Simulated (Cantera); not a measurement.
Cantera with NASA thermochemical tables; ideal gases at 1 bar, condensed phases pure. Values are per mole of reaction as written; species without (g) are pure solids or liquids, kept so even where they would boil at 1 bar.

N2(g) + 3 AlCl(g) → 2 AlN + AlCl3

```tsv
T (K)	ΔH° (kJ)	ΔS° (J/K)	ΔG° (kJ)	log10 K	condensed phases
300	(withheld)	(withheld)	(withheld)	(withheld)	AlN(s), AlCl3(s)
375	-1185.2	-720.1	-915.2	127.48	AlN(s), AlCl3(s)
400	-1184.4	-717.9	-897.2	117.17	AlN(s), AlCl3(s)
425	(withheld)	(withheld)	(withheld)	(withheld)	AlN(s), AlCl3(s)
450	-1182.4	-713.1	-861.5	99.99	AlN(s), AlCl3(s)
475	(withheld)	(withheld)	(withheld)	(withheld)	AlN(s), AlCl3(l)
500	-1144.0	-630.8	-828.6	86.56	AlN(s), AlCl3(l)
525	-1142.2	-627.5	-812.8	80.87	AlN(s), AlCl3(l)
550	-1140.5	-624.2	-797.2	75.71	AlN(s), AlCl3(l)
575	(withheld)	(withheld)	(withheld)	(withheld)	AlN(s), AlCl3(l)
```

### Question
Some entries are withheld; supply them.

### Answer

- 300, ΔH° (kJ): -1187.2
- 300, ΔS° (J/K): -725.8
- 300, ΔG° (kJ): -969.4
- 300, log10 K: 168.79
- 425, ΔH° (kJ): -1183.4
- 425, ΔS° (J/K): -715.5
- 425, ΔG° (kJ): -879.3
- 425, log10 K: 108.07
- 475, ΔH° (kJ): -1145.7
- 475, ΔS° (J/K): -634.3
- 475, ΔG° (kJ): -844.4
- 475, log10 K: 92.85
- 575, ΔH° (kJ): -1138.7
- 575, ΔS° (J/K): -621.1
- 575, ΔG° (kJ): -781.6
- 575, log10 K: 71.00
